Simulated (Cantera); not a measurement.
# Adiabatic ignition

An adiabatic, constant-pressure homogeneous reactor starts with CH4 : O2 : N2 = 1 : 6.25 : 75 (molar parts), equivalence ratio 0.32, at 1275 K and 11.0 bar.

Model: GRI-Mech 3.0 (53 species, 325 reactions), integrated in Cantera.

```
t (s)     T (K)   x CH4    x O2      x CO     x HCO       x O    x CH3
--------  -----  ------  ------  --------  --------  --------  -------
9.00e-6    1275  0.0122  0.0760    <1e-12    <1e-12  3.48e-11  1.77e-8
2.24e-5    1275  0.0122  0.0760  3.40e-12    <1e-12  7.53e-11  4.69e-8
5.59e-5    1275  0.0122  0.0760  5.90e-11    <1e-12  1.97e-10  1.36e-7
0.000139   1275  0.0122  0.0760   1.24e-9    <1e-12  6.62e-10  4.77e-7
0.000347   1275  0.0122  0.0760   4.01e-8  3.92e-12   3.00e-9  2.08e-6
0.000865   1275  0.0121  0.0760   1.62e-6  6.02e-11   9.36e-9  5.22e-6
0.00216    1277  0.0118  0.0757   5.82e-5   1.21e-9   4.78e-8  1.22e-5
0.00537    1552  <1e-12  0.0517   2.68e-5    <1e-12   1.69e-6   <1e-12
0.0134     1553  <1e-12  0.0517   2.02e-7    <1e-12   5.62e-7   <1e-12
0.0334     1553  <1e-12  0.0517   1.70e-7    <1e-12   5.58e-7   <1e-12
0.0832     1553  <1e-12  0.0517   1.70e-7    <1e-12   5.58e-7   <1e-12
0.207      1553  <1e-12  0.0517   1.70e-7    <1e-12   5.58e-7   <1e-12
0.517      1553  <1e-12  0.0517   1.70e-7    <1e-12   5.58e-7   <1e-12
1.29       1553  <1e-12  0.0517   1.70e-7    <1e-12   5.58e-7   <1e-12
3.21       1553  <1e-12  0.0517   1.70e-7    <1e-12   5.58e-7   <1e-12
8.00       1553  <1e-12  0.0517   1.70e-7    <1e-12   5.57e-7   <1e-12
```
x: mole fraction; the columns are a selection and need not sum to one.

```json
{
 "time_of_steepest_temperature_rise": "3.31 ms",
 "temperature at 8.00 s": "1553 K",
 "equilibrium_temperature": "1550 K",
 "x(CH4) at 8.00 s": "<1e-12 (gas-phase equilibrium <1e-12)",
 "x(O2) at 8.00 s": "0.0517 (gas-phase equilibrium 0.0512)",
 "x(CO) at 8.00 s": "1.70e-7 (gas-phase equilibrium 1.66e-7)"
}
```
